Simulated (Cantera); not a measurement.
An adiabatic, constant-pressure homogeneous reactor starts with H₂ : O₂ : N₂ = 1 : 0.5 : 4.75 (molar parts), equivalence ratio 1.0, at 1250 K and 16500 Torr.

Computed with Cantera and GRI-Mech 3.0 (53 species, 325 reactions). The hydrogen kinetics of GRI-Mech 3.0 are dated; newer H2 mechanisms differ, most at raised pressure. The pressure lies above the range GRI-Mech 3.0 was tuned for (to about 10 atm).

Task: Predict: time of steepest temperature rise; temperature at 0.800 s; equilibrium temperature; x(H₂) at 0.800 s; x(O₂) at 0.800 s; x(NO₂) at 0.800 s; x(O) at 0.800 s; x(HO₂) at 0.800 s.

Result: 
| Property | Value |
|---|---|
| time of steepest temperature rise | 69.1 µs |
| temperature at 0.800 s | 2357 K |
| equilibrium temperature | 2357 K |
| x(H₂) at 0.800 s | 0.00353 (gas-phase equilibrium 0.00353) |
| x(O₂) at 0.800 s | 0.000862 (gas-phase equilibrium 0.000862) |
| x(NO₂) at 0.800 s | 3.62e-7 (gas-phase equilibrium 3.62e-7) |
| x(O) at 0.800 s | 4.33e-5 (gas-phase equilibrium 4.33e-5) |
| x(HO₂) at 0.800 s | 4.41e-7 (gas-phase equilibrium 4.41e-7) |
